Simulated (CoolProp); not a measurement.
R22 along the isotherm 141.25 °C: density (kg/m³) from the reference equation and from simpler models built on Tc = 96.1 °C, pc = 49.90 bar, ω = 0.221; each cubic takes its own stable root.

Computed with CoolProp (reference Helmholtz-energy equation of state, Kamei 1995).

| p (bar) | phase | reference |
|---|---|---|
| 1.58 | gas | 3.994 |
| 2.38 | gas | 6.039 |
| 3.59 | gas | 9.163 |
| 5.42 | gas | 13.96 |
| 8.17 | gas | 21.33 |
| 12.3 | gas | 32.80 |
| 18.6 | gas | 51.33 |
| 28.1 | gas | 82.13 |
| 42.3 | gas | 136.7 |
| 63.9 | supercritical | 252.6 |
| 96.3 | supercritical | 537.7 |
| 145 | supercritical | 777.2 |
| 219 | supercritical | 909.7 |
| 331 | supercritical | 1010 |
| 499 | supercritical | 1099 |

Task: How far does each simpler model (ideal gas, van der Waals, Redlich-Kwong, Soave-Redlich-Kwong, Peng-Robinson) lie from the reference over these 15 states: mean and median of the absolute difference, and the worst?

Result: 
- ideal gas: mean 18.5 %, median 13.9 %, worst -55.0 % at 141.25 °C and 96.3 bar
- van der Waals: mean 6.9 %, median 0.1 %, worst -25.2 % at 141.25 °C and 499 bar
- Redlich-Kwong: mean 2.4 %, median 0.7 %, worst -8.9 % at 141.25 °C and 145 bar
- Soave-Redlich-Kwong: mean 3.7 %, median 0.4 %, worst -13.5 % at 141.25 °C and 145 bar
- Peng-Robinson: mean 1.9 %, median 1.6 %, worst -6.5 % at 141.25 °C and 96.3 bar
